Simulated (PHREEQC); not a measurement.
Dissolve 0.45 mol ZnSO4, 0.0038 mol KCl and 0.00025 mol HCl per kg of water at 20 °C. It is in equilibrium with CO2 at log p = -3.4 (atm). Otherwise closed; pH follows from the charge balance.

Computed with PHREEQC (ion-association model, wateq4f.dat).

The ionic strength comes out as 0.810 mol/kgw. What activity coefficients do K+, ZnCl+, KSO4-, Zn+2, SO4-2 get?

K+ 0.61, ZnCl+ 0.62, KSO4- 0.67, Zn+2 0.22, SO4-2 0.17.

This is a speciation only: nothing precipitates in the calculation. Ionic strength above about 0.7 mol/kgw puts this run outside the model's range. Species that the database lacks are ignored.
